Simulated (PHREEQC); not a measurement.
A column of 0.5 m (30 cells, dispersivity 0.025 m, 3600 s a shift, diffusion coefficient 3e-10 m²/s) holds 0.043 eq of the database's cation exchanger X per kg of pore water, first in equilibrium with 0.5 mmol/kgw ZnSO4, 1.4 mmol/kgw KCl and 0.01 mmol/kgw HCl. It is flushed with 0.031 mol CdCl2 and 1e-05 mol HCl per kg of water, at 40 °C. Values are for the last cell. CO2 from the air is kept out. Precipitation was switched off in this run.

Model: ion-association model, phreeqc.dat, run in PHREEQC.

Problem. Predict Cd in solution (mol/kgw), S in solution (mol/kgw) at pore volumes = 2.15, 2.283, 2.417, 3.483.

Solution. 
```
pore volumes  Cd in solution (mol/kgw)  S in solution (mol/kgw)
------------  ------------------------  -----------------------
2.15                            0.0248                  1.99e-6
2.283                           0.0257                  1.06e-6
2.417                           0.0265                  5.60e-7
3.483                           0.0297                  2.94e-9
```

At this temperature some constants are extrapolated from 25 °C, and those without enthalpy data are left unchanged.
